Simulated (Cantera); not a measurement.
A closed system holds: 1 mol B₂O₃, 0.95 mol H₂O, 0.49 mol N₂, at 1973 K and 1.00 bar.

These are equilibrium values from Cantera (NASA tables, ideal gas, pure condensed phases), not measurements of a reactor. The numbers say what is thermodynamically allowed, not how fast it happens.

```tsv
species	before	after
H₂	0.00287	0.843
HBO	1.33e-5	0.103
B₂O₂	1.75e-7	0.0357
H₂O	0.360	0.000157
HBO₂	0.331	0.00379
N₂	0.273	7.82e-5
B₂O₃	0.0304	0.00918
B₃O₃H₃	<1e-9	0.00142
O₂	0.000865	<1e-9
(HBO₂)₃	0.000390	<1e-9
BH₂	<1e-9	0.000337
NO	0.000268	<1e-9
OH	0.000860	2.19e-8
B₂O₃(l), mol	0.647	0
B(s), mol	0	0.127
BN(s), mol	0	0.979
```
Gas species are given as mole fractions.

Question: Name the change that produced these shifts.
(A) B₂O₃ replaced by borazine
(B) temperature from 1973 K to 1098.15 K
(C) temperature from 1973 K to 1750 K
(D) B₂O₃ replaced by B₂H₆

Answer: D, B₂O₃ replaced by B₂H₆. The feed counts by its element totals alone. Mutual solubility and eutectic melting of coexisting phases are not modelled. The tables' values for BH₂ are old estimates; treat these amounts as uncertain. Gases not in the tables: B₂H₆ and higher boranes
